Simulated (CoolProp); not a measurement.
Vapour-liquid equilibrium of acetone (1) + toluene (2) at 375.8 K; x and y are mole fractions of (1).

Values from CoolProp's multi-fluid Helmholtz-energy mixture model, Lemmon 2006 and Lemmon 2006; pair parameters Bell 2016.

```csv
x,"bubble pressure, mixture model (kPa)","bubble pressure, Raoult's law (kPa)","y, mixture model","y, Raoult's law"
0.05,105.9,96.30,0.268,0.207
0.125,139.3,120.1,0.475,0.414
0.2,168.4,144.0,0.592,0.553
0.275,194.2,167.8,0.669,0.653
0.35,217.8,191.7,0.726,0.727
0.425,239.7,215.5,0.771,0.785
0.5,260.6,239.4,0.809,0.832
0.575,280.9,263.2,0.842,0.870
0.65,301.0,287.1,0.873,0.902
0.725,321.1,310.9,0.902,0.929
0.8,341.5,334.7,0.929,0.952
0.875,362.3,358.6,0.956,0.972
0.95,383.7,382.4,0.982,0.989
```

The largest gap from Raoult's law is +16.9 % in bubble pressure, at x = 0.2. No azeotrope shows between x = 0.05 and 0.95.

The pair parameters rest on a limited set of measurements; away from them the model extrapolates.
